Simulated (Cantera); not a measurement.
A Cantera script and its output.

```python
import numpy as np
import cantera as ct

gas = ct.Solution("gri30.yaml")
gas.TPX = 600, 1500000, {'C2H6': 1, 'O2': 2.92, 'N2': 11, 'H2O': 1.8}
inlet = ct.Reservoir(gas, clone=True)
gas.equilibrate("HP")  # start burning
reactor = ct.IdealGasConstPressureReactor(gas, energy="on", clone=False)
exhaust = ct.Reservoir(gas, clone=True)
tau = [0.25, 0.078, 0.024, 0.0072, 0.0022, 0.00067, 0.0002, 6.2e-05, 1.9e-05, 5.8e-06][0]
for a, b in ((inlet, reactor), (reactor, exhaust)):
    ct.MassFlowController(a, b, mdot=lambda t: reactor.mass / tau)
net = ct.ReactorNet([reactor])
show = ['C2H6', 'O2', 'H2O', 'H2O2', 'H', 'C2H', 'NO2']

rows = []
print(f"{'tau/s':>10s}{'T/K':>9s}" + "".join(f"{s:>11s}" for s in show))
for tau in [0.25, 0.078, 0.024, 0.0072, 0.0022, 0.00067, 0.0002, 6.2e-05, 1.9e-05, 5.8e-06]:
    net.initial_time = 0.0
    net.advance(30 * tau)
    before = gas.X
    net.advance(40 * tau)
    drift = np.max(np.abs(gas.X - before) / (gas.X + 1e-9))
    rows.append([gas.T, *gas[show].X, drift])
    print(f"{tau:10.3e}{gas.T:9.1f}" + "".join(f"{x:11.3e}" for x in gas[show].X))
```

Output:

```
     tau/s      T/K       C2H6         O2        H2O       H2O2          H        C2H        NO2
 2.500e-01   2218.8  2.839e-08  1.912e-05  2.439e-01  1.251e-08  2.723e-04  8.462e-10  3.181e-09
 7.800e-02   2218.2  8.938e-08  3.628e-05  2.439e-01  1.566e-08  2.951e-04  2.724e-09  3.902e-09
 2.400e-02   2216.8  2.793e-07  8.242e-05  2.438e-01  2.426e-08  3.464e-04  8.822e-09  5.591e-09
 7.200e-03   2213.8  8.637e-07  1.979e-04  2.436e-01  4.739e-08  4.494e-04  2.824e-08  9.236e-09
 2.200e-03   2207.7  2.507e-06  4.568e-04  2.432e-01  1.061e-07  6.329e-04  8.207e-08  1.640e-08
 6.700e-04   2196.2  7.020e-06  1.034e-03  2.425e-01  2.464e-07  9.272e-04  2.149e-07  2.896e-08
 2.000e-04   2173.7  2.030e-05  2.416e-03  2.412e-01  5.605e-07  1.307e-03  5.199e-07  4.553e-08
 6.200e-05   2126.3  6.613e-05  6.080e-03  2.392e-01  1.305e-06  1.551e-03  1.145e-06  5.457e-08
 1.900e-05    600.0  5.981e-02  1.746e-01  1.077e-01  1.582e-17  2.961e-30  4.880e-44  3.895e-19
 5.800e-06    600.0  5.981e-02  1.746e-01  1.077e-01  6.840e-21  2.791e-30  1.547e-48  1.684e-22
```

Cantera simulation using GRI-Mech 3.0 (53 species, 325 reactions); the numbers are that mechanism's predictions, not measurements. The pressure lies above the range GRI-Mech 3.0 was tuned for (to about 10 atm).
